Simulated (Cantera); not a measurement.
Charge: 1 mol Si, 2.4 mol Br2, a varied amount of H2, at 902 °C and 0.000100 bar.

These are equilibrium values from Cantera (NASA tables, ideal gas, pure condensed phases), not measurements of a reactor. Candidate condensed phases: Br2, Si; 19 gas species. Equilibrium is a limit: real reactors are often held back by kinetics, nucleation or transport.

### Question
What share of the Si ends up in condensed phases as a function of n(H2) (mol), at 11, 20, 29, 38, 46, 55, 64?

### Answer
```
n(H2) (mol)  Si condensed (%)     as
-----------  ----------------  -----
11                        0.0      -
20                       16.8  Si(s)
29                       32.1  Si(s)
38                       42.5  Si(s)
46                       49.3  Si(s)
55                       55.2  Si(s)
64                       59.8  Si(s)
```
